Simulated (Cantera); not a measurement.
Mixture: CH₄ : O₂ : N₂ = 1 : 2.9 : 9.86 (molar parts), equivalence ratio 0.69, at 0.860 bar, adiabatic and at constant pressure. Ignition delay is the time to a rise of 400 K.

Model: GRI-Mech 3.0 (53 species, 325 reactions), integrated in Cantera.

Problem. What does this change do: 0.06 parts C2H6 added?

Solution. 
```csv
quantity,before,after
delay at 1273 K,14.2 ms,4.09 ms
delay at 1323 K,7.46 ms,2.29 ms
delay at 1373 K,4.08 ms,1.31 ms
delay at 1423 K,2.33 ms,0.769 ms
delay at 1473 K,1.39 ms,0.467 ms
delay at 1523 K,0.865 ms,0.294 ms
apparent activation energy between 1423 and 1523 K,180 kJ/mol,170 kJ/mol
```
